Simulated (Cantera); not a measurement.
Input (Python, Cantera):

```python
import numpy as np
import cantera as ct

gas = ct.Solution("gri30.yaml")


def delay(T, t_max=10):
    gas.TPX = T, 990000, {'CH3OH': 1, 'O2': 3.41, 'N2': 16.7, 'CO2': 0.023}
    reactor = ct.IdealGasConstPressureReactor(gas, clone=False)
    net = ct.ReactorNet([reactor])
    net.rtol, net.atol = 1e-8, 1e-16
    while net.time < t_max:
        t_old, T_old = net.time, reactor.T
        net.step()
        if reactor.T > T + 400:  # ignition: a rise of 400 K
            return t_old + (T + 400 - T_old) / (reactor.T - T_old) * (net.time - t_old)
    return np.nan


taus = []
for T in [1050, 1100, 1150, 1200, 1250, 1300, 1350]:
    taus.append(delay(T))
    print(f"T0 = {T:6g} K   tau = {taus[-1]:.4e} s")
```

It prints:

```
T0 =   1050 K   tau = 3.5171e-02 s
T0 =   1100 K   tau = 1.2219e-02 s
T0 =   1150 K   tau = 4.6671e-03 s
T0 =   1200 K   tau = 1.9458e-03 s
T0 =   1250 K   tau = 8.8020e-04 s
T0 =   1300 K   tau = 4.2978e-04 s
T0 =   1350 K   tau = 2.2537e-04 s
```

Computed with Cantera and GRI-Mech 3.0 (53 species, 325 reactions). GRI-Mech 3.0 was tuned for natural gas; its chemistry of methanol as a main component is partial and can be far from experiment.
